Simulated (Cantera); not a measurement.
Input: 1 mol C2F6, 0.56 mol HCl, at 1625 K and 34.0 mbar.

Cantera equilibrium calculation (NASA polynomials, part measured and part estimated; ideal gas, pure solids and liquids). The feed counts by its element totals alone. Gases not in the tables: C2F6 and larger saturated fluorocarbons. Equilibrium is a limit: real reactors are often held back by kinetics, nucleation or transport.

```
species             before     after
----------------  --------  --------
CF4                  0.577     0.662
HF                   0.223     0.134
HCl                 0.0159     0.130
Cl                   0.136  0.000514
CClF3              0.00770    0.0137
Cl2                 0.0391    0.0594
CF2               0.000983   2.39e-9
F                 0.000153     <1e-9
CF3               0.000195   5.80e-9
ClF                8.95e-5   2.44e-8
CCl2F2             7.99e-5  0.000363
C(graphite), mol     0.625     0.563
```
Gas species are given as mole fractions.

What was changed between the two runs?
A) temperature from 1625 K to 2123.15 K
B) HCl from 0.56 to 2.6 mol
C) HCl from 0.56 to 0.35 mol
D) temperature from 1625 K to 1000 K

D, temperature from 1625 K to 1000 K
